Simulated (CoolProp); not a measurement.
Properties of ethanol along the isobar 1.01 bar.

Computed with CoolProp (reference Helmholtz-energy equation of state, Schroeder 2014).

```csv
T (°C),phase,cv (kJ/(kg K)),speed of sound (m/s),Joule-Thomson coefficient (K/MPa),viscosity (µPa s),Prandtl number,fugacity coefficient
195.85,gas,1.822,303.5,15.60,13.9,0.817,0.9925
207.45,gas,1.855,307.2,13.90,14.2,0.816,0.9933
219.05,gas,1.888,310.7,12.42,14.5,(withheld),0.9941
230.65,gas,1.921,314.3,11.13,14.9,0.814,0.9947
242.25,gas,1.953,317.7,10.01,15.2,0.813,0.9953
253.85,gas,1.985,(withheld),9.023,15.5,0.813,0.9957
265.55,gas,2.017,324.6,8.149,15.9,0.813,0.9962
277.15,gas,2.047,328.0,(withheld),16.2,0.812,0.9965
288.75,gas,2.078,(withheld),6.710,16.5,0.812,0.9969
300.35,gas,2.108,334.5,6.112,16.8,0.812,0.9972
311.95,gas,2.137,337.8,5.580,17.1,0.812,0.9974
323.65,gas,(withheld),341.0,5.102,17.5,0.812,0.9977
335.25,gas,2.194,344.2,4.679,17.8,0.812,0.9979
346.85,gas,2.222,347.3,(withheld),18.1,0.812,0.9980
```

Q: Complete the blanks.

A: 
- 219.05, Prandtl number: 0.815
- 253.85, speed of sound (m/s): 321.2
- 277.15, Joule-Thomson coefficient (K/MPa): 7.385
- 288.75, speed of sound (m/s): 331.3
- 323.65, cv (kJ/(kg K)): 2.166
- 346.85, Joule-Thomson coefficient (K/MPa): 4.301

Viscosity comes from a separate model (Kiselev 2005). Thermal conductivity comes from a separate model (Assael 2013).
